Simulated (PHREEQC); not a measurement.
Solution (25 °C): 0.12 mol NaOH, 2.2e-06 mol H4SiO4 and 0.0014 mol Na2CO3 per kg of water. Closed to the air; pH follows from the charge balance.

The numbers come from PHREEQC with the ion-association model, wateq4f.dat.

```
Property                  Value
----------------  -------------
pH                        12.95
ionic strength    0.123 mol/kgw
total alkalinity     123 meq/kg
```

```
species   molality  activity   log γ
--------  --------  --------  ------
Na+          0.122    0.0941  -0.113
OH-          0.120    0.0895  -0.127
CO3-2     0.000769  0.000279  -0.441
NaCO3-    0.000630  0.000489  -0.110
H2SiO4-2   1.23e-6   4.46e-7  -0.441
H3SiO4-    9.68e-7   7.30e-7  -0.122
HCO3-      8.53e-7   6.62e-7  -0.110
NaHCO3     3.41e-8   3.50e-8   0.012
```

This is a speciation only: nothing precipitates in the calculation. Species that the database lacks are ignored.
